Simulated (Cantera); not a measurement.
Input: 1 mol SiF4, 0.0055 mol C3H8, 990 mol H2, at 975 °C and 35.0 mbar.

Method: chemical equilibrium by Gibbs-energy minimisation in Cantera with the NASA 1993 tables (ideal gas, pure condensed phases). Candidate condensed phases: C, C6H6, C7H8, C8H18, Si, SiC; 113 gas species. The tables' values for SiF3 are old estimates; treat these amounts as uncertain. Kinetics and transport are ignored.

Base state: H2 0.999, SiF4 0.000761, HF 0.000299, SiHF3 0.000141, SiF3 7.66e-5, SiH2F2 1.27e-5 (mole fractions); condensed: SiC(s).

### Question
What changes in the equilibrium state with this change: SiF4 replaced by SiCl4?

### Answer
```
species        before    after
-----------  --------  -------
H2              0.999    0.996
HCl                 0  0.00395
SiCl2               0  3.93e-5
SiF4         0.000761        0
HF           0.000299        0
SiHF3        0.000141        0
SiF3          7.66e-5        0
SiH2F2        1.27e-5        0
SiC(s), mol   0.00983   0.0156
Si(s), mol          0    0.944
```
Mutual solubility and eutectic melting of coexisting phases are not modelled.
